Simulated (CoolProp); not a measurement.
The fluid at 212.75 K and 0.228 MPa is throttled through a valve to 0.135 MPa with no heat exchange. The same conditions are run with several fluids, on thermodynamics alone (safety and materials aside).

Model: reference Helmholtz-energy equation of state of each fluid (n-perfluorohexane: Gao 2022; vinyl chloride: Thol 2022; n-pentane: Thol 2019; isobutane: Bücker 2006; R124: de Vries 1995), in CoolProp.

Rank n-perfluorohexane, vinyl chloride, n-pentane, isobutane, R124 by final density (kg/m³), highest first.

n-perfluorohexane (1910), R124 (1610), vinyl chloride (1050), n-pentane (701), isobutane (645)
